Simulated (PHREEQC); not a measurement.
## Acid rinse or clean: an equilibrium model

Dissolve 0.21 mol HF, 0.01 mol ZnSO4 and 0.00041 mol KCl per kg of water at 25 °C. Closed to the air; pH follows from the charge balance.

Equilibrium calculation in PHREEQC: ion-association model, phreeqc.dat.

This is a speciation only: nothing precipitates in the calculation.

Task: Estimate the pH, ionic strength.

Result: pH 1.87; ionic strength 0.0441 mol/kgw.

Task: In which forms is F present?

Result: HF 87 %, HF2- 7.4 %, F- 5.3 % of the F.

Complexes and solids missing from the database can't appear.
